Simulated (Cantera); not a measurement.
A closed system holds: 1 mol TiO2, 120 mol H2, equilibrated at 0.100 bar.

Method: chemical equilibrium by Gibbs-energy minimisation in Cantera with the NASA 1993 tables (ideal gas, pure condensed phases). Candidate condensed phases: H2O, Ti, TiO, TiO2, Ti2O3, Ti3O5, Ti4O7; 12 gas species. Mutual solubility and eutectic melting of coexisting phases are not modelled. Rates play no part.

x: gas mole fraction; n: condensed amount in mol.

| T (K) | x H2 | x H | x H2O | x TiO | n Ti3O5(s) | n Ti2O3(s) | n Ti3O5(l) |
|---|---|---|---|---|---|---|---|
| 1473 | 0.997 | ? | 0.00278 | 1.26e-12 | 0.333 | 0 | 0 |
| 1523 | 0.997 | ? | 0.00278 | 7.77e-12 | 0.333 | 0 | 0 |
| 1573 | 0.997 | ? | 0.00278 | 4.26e-11 | 0.333 | 0 | 0 |
| 1623 | 0.997 | ? | 0.00278 | 2.09e-10 | 0.333 | 0 | 0 |
| 1673 | 0.997 | ? | 0.00278 | 9.32e-10 | 0.333 | 0 | 0 |
| 1723 | 0.997 | ? | 0.00278 | 3.79e-9 | 0.333 | 0 | 0 |
| 1773 | 0.996 | ? | 0.00278 | 1.42e-8 | 0.333 | 0 | 0 |
| 1823 | 0.996 | ? | 0.00278 | 4.94e-8 | 0.333 | 0 | 0 |
| 1873 | 0.995 | ? | 0.00277 | 1.60e-7 | 0.333 | 0 | 0 |
| 1923 | 0.994 | ? | 0.00277 | 4.87e-7 | 0.333 | 0 | 0 |
| 1973 | 0.993 | ? | 0.00308 | 1.30e-6 | 0.258 | 0.112 | 0 |
| 2023 | 0.990 | ? | 0.00362 | 3.17e-6 | 0.129 | 0.306 | 0 |
| 2073 | 0.988 | ? | 0.00336 | 8.26e-6 | 0 | 0.213 | 0.191 |

Problem. Complete the blanks.

Solution. 
- 1473, x H: 3.99e-5
- 1523, x H: 7.30e-5
- 1573, x H: 0.000128
- 1623, x H: 0.000218
- 1673, x H: 0.000360
- 1723, x H: 0.000576
- 1773, x H: 0.000898
- 1823, x H: 0.00137
- 1873, x H: 0.00204
- 1923, x H: 0.00297
- 1973, x H: 0.00425
- 2023, x H: 0.00598
- 2073, x H: 0.00827
